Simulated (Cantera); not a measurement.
Cantera run:

```python
import numpy as np
import cantera as ct

gas_names = """
    H HO2 H2 H2O H2O2 O OH O2 O3 Si SiH SiH2 SiH3 SiH4 SiO SiO2 Si2 Si3
""".split()
cond_names = """
    H2O(s) H2O(L) Si(cr) Si(L) SiO2(Lqz) SiO2(hqz) SiO2(L)
""".split()


# ... load() reads the species with a 1 bar reference pressure and builds the phases ...
atoms = {
    'Si2H6': {'Si': 2, 'H': 6},
    'H2O': {'H': 2, 'O': 1},
    'H2': {'H': 2},
}
top_T = {}  # K; cautious upper limits of use, not melting points


# ... equilibrate(T, P, feed) seeds the gas with the atoms and calls Mixture.equilibrate('TP', solver="vcs", rtol=1e-11, max_steps=5000) ...
results = []
feed = {'Si2H6': 1, 'H2O': 0.14, 'H2': 4}  # mol
P = 2400  # Pa
for T in [1198, 1248, 1298, 1348, 1398, 1448, 1498, 1548, 1598]:
    mix = equilibrate(T, P, feed)
    results.append((T, P, feed, dict(zip(mix.species_names, mix.species_moles))))

top = {s: max(r[3][s] / sum(r[3][g] for g in gas_names) for r in results) for s in gas_names}
cols = sorted((s for s in top if top[s] > 0.0001), key=lambda s: -top[s])[:5]
seen = [c for c in cond_names if any(r[3].get(c, 0) > 1e-12 for r in results)]
print("log10 of partial pressures in bar; condensed amounts in mol")
print(f"{'T/K':>10s}" + "".join(f"{s[:9]:>10s}" for s in cols + seen))
for T, P, feed, n in results:
    ng = sum(n[g] for g in gas_names)
    print(f"{T:10.4g}" + "".join(f"{np.log10(max(n[s] / ng * P / 1e5, 1e-99)):10.3f}" for s in cols)
          + "".join(f"{n.get(c, 0):10.4g}" for c in seen))
```

Result:

```
log10 of partial pressures in bar; condensed amounts in mol
       T/K        H2       SiO         H    Si(cr) SiO2(hqz)
      1198    -1.620    -6.296    -7.531      1.93   0.06992
      1248    -1.620    -5.694    -7.141      1.93    0.0697
      1298    -1.620    -5.140    -6.780     1.929   0.06892
      1348    -1.620    -4.628    -6.446     1.926   0.06649
      1398    -1.621    -4.153    -6.136      1.92   0.05951
      1448    -1.623    -3.712    -5.847     1.901   0.04089
      1498    -1.628    -3.336    -5.579      1.86         0
      1548    -1.628    -3.336    -5.326      1.86         0
      1598    -1.628    -3.336    -5.088      1.86         0
```

Cantera equilibrium calculation (NASA polynomials, part measured and part estimated; ideal gas, pure solids and liquids). The feed counts by its element totals alone. Mutual solubility and eutectic melting of coexisting phases are not modelled. The tables hold silica as quartz up to 1696 K and as liquid above; real silica turns to tridymite and cristobalite and melts near 1996 K.
